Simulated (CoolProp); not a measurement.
Properties of n-hexane along the isotherm 582.3 K.

The numbers come from the reference Helmholtz-energy equation of state, Thol 2019 in CoolProp.

```
p (MPa)          phase  expansivity (1/kK)  viscosity (µPa s)  conductivity (mW/(m K))  fugacity coefficient
-------  -------------  ------------------  -----------------  -----------------------  --------------------
0.457              gas               1.935               12.2                     46.3                0.9678
0.913              gas               2.191               12.7                        …                0.9363
1.37               gas               2.497               13.3                     46.6                0.9053
1.83               gas               2.869               14.1                     47.0                0.8746
2.28               gas               3.313               14.8                     47.7                0.8452
2.74               gas               3.872               15.6                     48.7                0.8158
3.2      supercritical               4.566               16.5                     50.1                     …
3.65     supercritical               5.408               17.5                     51.8                0.7591
4.11     supercritical               6.454               18.8                     54.0                0.7314
4.57     supercritical                   …               20.2                        …                0.7044
```

Task: Fill in the missing entries.

Result: 
- 0.913, conductivity (mW/(m K)): 46.4
- 3.2, fugacity coefficient: 0.7868
- 4.57, expansivity (1/kK): 7.666
- 4.57, conductivity (mW/(m K)): 56.7

Viscosity comes from a separate model (Michailidou 2013). Thermal conductivity comes from a separate model (Assael 2013).
